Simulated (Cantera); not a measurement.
# Thermodynamics of halide evaporation, hydrolysis and transport, feed LiCl + H2O + H2

Input: 1 mol LiCl, 0.069 mol H2O, 2 mol H2, equilibrated at 58.0 Pa.

Cantera equilibrium calculation (NASA polynomials, part measured and part estimated; ideal gas, pure solids and liquids). Candidate condensed phases: H2O, Li, LiCl, LiH, LiOH, Li2O; 25 gas species. Kinetics and transport are ignored.

```
T (°C)   x H2  x LiCl  x Li2Cl2   x H2O  n LiCl(s)  n Li2O(s)  n LiCl(l)
------  -----  ------  --------  ------  ---------  ---------  ---------
602     0.917  0.0159    0.0331  0.0316      0.803    1.07e-5          0
652     0.789  0.0623     0.113  0.0272          0    1.49e-5      0.208
702     0.732   0.123     0.115  0.0252          0          0          0
752     0.705   0.189    0.0801  0.0242          0          0          0
802     0.682   0.248    0.0460  0.0234          0          0          0
852     0.667   0.287    0.0227  0.0228          0          0          0
902     0.658   0.308    0.0104  0.0224          0          0          0
952     0.655   0.317   0.00479  0.0222          0          0          0
1002    0.653   0.321   0.00227  0.0221          0          0          0
1052    0.652   0.323   0.00113  0.0220          0          0          0
1102    0.652   0.324  0.000586  0.0219          0          0          0
1152    0.651   0.324  0.000318  0.0218          0          0          0
1202    0.651   0.324  0.000180  0.0218          0          0          0
```
x: gas mole fraction; n: condensed amount in mol.

At 602 °C the condensed part is LiCl(s) + Li2O(s). At 652 °C the condensed part is LiCl(l) + Li2O(s). From 702 °C to 1202 °C nothing is condensed. The main Li-bearing gas is Li2Cl2 at 602 °C and LiCl at 1202 °C.
